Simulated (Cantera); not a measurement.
A freely propagating, adiabatic, planar premixed flame of 16.3 % CH₄, 23.3 % O₂, 60.4 % N₂, equivalence ratio 1.4, unburnt at 673 K and 10.0 bar; multicomponent+Soret transport, grid criteria slope 0.08 and curve 0.16, no radiation.

Model: GRI-Mech 3.0 (53 species, 325 reactions), integrated in Cantera. Burning velocities carry a grid error of a few per cent, more on coarse grids.

x: mole fraction of selected species; z is measured from the peak of heat release.

```json
[
 {"z (mm)": "-0.147", "T (K)": "674", "u (m/s)": "0.925", "x CH₄": "0.162", "x O₂": "0.232", "x CH₂": "<1e-8", "x NO": "<1e-8", "x CO₂": "1.57e-6", "x C₂H₂": "1.75e-7"},
 {"z (mm)": "-0.0979", "T (K)": "680", "u (m/s)": "0.936", "x CH₄": "0.161", "x O₂": "0.231", "x CH₂": "<1e-8", "x NO": "3.28e-8", "x CO₂": "1.43e-5", "x C₂H₂": "1.52e-6"},
 {"z (mm)": "-0.0734", "T (K)": "702", "u (m/s)": "0.971", "x CH₄": "0.157", "x O₂": "0.229", "x CH₂": "<1e-8", "x NO": "1.58e-7", "x CO₂": "8.57e-5", "x C₂H₂": "8.63e-6"},
 {"z (mm)": "-0.0489", "T (K)": "824", "u (m/s)": "1.15", "x CH₄": "0.144", "x O₂": "0.218", "x CH₂": "<1e-8", "x NO": "1.19e-6", "x CO₂": "0.000781", "x C₂H₂": "7.39e-5"},
 {"z (mm)": "-0.0245", "T (K)": "1345", "u (m/s)": "1.93", "x CH₄": "0.0984", "x O₂": "0.162", "x CH₂": "1.23e-7", "x NO": "1.03e-5", "x CO₂": "0.00659", "x C₂H₂": "0.000614"},
 {"z (mm)": "-0.0122", "T (K)": "1796", "u (m/s)": "2.64", "x CH₄": "0.0556", "x O₂": "0.105", "x CH₂": "8.18e-6", "x NO": "2.30e-5", "x CO₂": "0.0146", "x C₂H₂": "0.00149"},
 {"z (mm)": "0", "T (K)": "2199", "u (m/s)": "3.29", "x CH₄": "0.0178", "x O₂": "0.0464", "x CH₂": "9.69e-5", "x NO": "4.39e-5", "x CO₂": "0.0256", "x C₂H₂": "0.00273"},
 {"z (mm)": "0.0122", "T (K)": "2405", "u (m/s)": "3.62", "x CH₄": "0.00376", "x O₂": "0.0153", "x CH₂": "0.000122", "x NO": "7.79e-5", "x CO₂": "0.0353", "x C₂H₂": "0.00203"},
 {"z (mm)": "0.0245", "T (K)": "2478", "u (m/s)": "3.73", "x CH₄": "0.000886", "x O₂": "0.00477", "x CH₂": "5.56e-5", "x NO": "0.000117", "x CO₂": "0.0417", "x C₂H₂": "0.000863"},
 {"z (mm)": "0.0489", "T (K)": "2517", "u (m/s)": "3.79", "x CH₄": "?", "x O₂": "?", "x CH₂": "?", "x NO": "?", "x CO₂": "0.0474", "x C₂H₂": "?"},
 {"z (mm)": "0.0979", "T (K)": "2537", "u (m/s)": "3.81", "x CH₄": "3.84e-6", "x O₂": "0.000140", "x CH₂": "2.33e-7", "x NO": "0.000218", "x CO₂": "0.0494", "x C₂H₂": "6.44e-6"},
 {"z (mm)": "0.196", "T (K)": "2549", "u (m/s)": "3.83", "x CH₄": "5.60e-8", "x O₂": "8.17e-5", "x CH₂": "<1e-8", "x NO": "0.000240", "x CO₂": "0.0495", "x C₂H₂": "9.83e-8"},
 {"z (mm)": "0.391", "T (K)": "2554", "u (m/s)": "3.83", "x CH₄": "<1e-8", "x O₂": "?", "x CH₂": "<1e-8", "x NO": "0.000250", "x CO₂": "0.0495", "x C₂H₂": "<1e-8"}
]
```

**Question.** Some entries are withheld; supply them.

**Answer.** 
- 0.0489, x CH₄: 9.12e-5
- 0.0489, x O₂: 0.000653
- 0.0489, x CH₂: 6.88e-6
- 0.0489, x NO: 0.000173
- 0.0489, x C₂H₂: 0.000130
- 0.391, x O₂: 6.42e-5
